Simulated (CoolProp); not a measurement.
R1233zd(E) along the isobar 1.78 MPa: density (kg/m³) from the reference equation and from simpler models built on Tc = 438.9 K, pc = 3.583 MPa, ω = 0.304; each cubic takes its own stable root.

Computed with CoolProp (reference Helmholtz-energy equation of state, Akasaka 2022).

```tsv
T (K)	phase	reference	van der Waals	Soave-Redlich-Kwong	Peng-Robinson
366.6	liquid	1079	633.3	945.5	1072
373.5	liquid	1055	106.1	918.4	1041
380.5	liquid	1029	101.3	888.4	1007
387.4	liquid	1001	97.14	855.7	970.1
394.4	liquid	970.0	93.46	818.2	927.4
401.3	gas	101.9	90.22	98.66	101.5
408.3	gas	96.06	87.24	93.71	96.23
415.2	gas	91.37	84.57	89.59	91.89
422.2	gas	87.38	82.09	85.97	88.08
429.1	gas	83.98	79.82	82.83	84.79
436.1	gas	80.96	77.69	79.99	81.81
443	gas	78.30	75.73	77.46	79.17
450	gas	75.86	73.87	75.12	76.73
```

At some of these states van der Waals gives the other phase, because its saturation line lies elsewhere.
